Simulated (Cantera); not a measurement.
An isothermal, constant-pressure homogeneous reactor starts with NO : N₂ = 1 : 0.51 (molar parts), at 2125 K and 0.276 atm.

Detailed kinetics in Cantera: GRI-Mech 3.0 (53 species, 325 reactions).

**Question.** Predict: x(NO) at 3.00 s; x(N₂) at 3.00 s; x(NO₂) at 3.00 s; x(O) at 3.00 s; x(O₂) at 3.00 s.

**Answer.** 
| Property | Result |
|---|---|
| x(NO) at 3.00 s | 0.0163 (gas-phase equilibrium 0.0121) |
| x(N₂) at 3.00 s | 0.660 (gas-phase equilibrium 0.662) |
| x(NO₂) at 3.00 s | 1.51e-5 (gas-phase equilibrium 1.12e-5) |
| x(O) at 3.00 s | 0.00178 (gas-phase equilibrium 0.00179) |
| x(O₂) at 3.00 s | 0.322 (gas-phase equilibrium 0.324) |
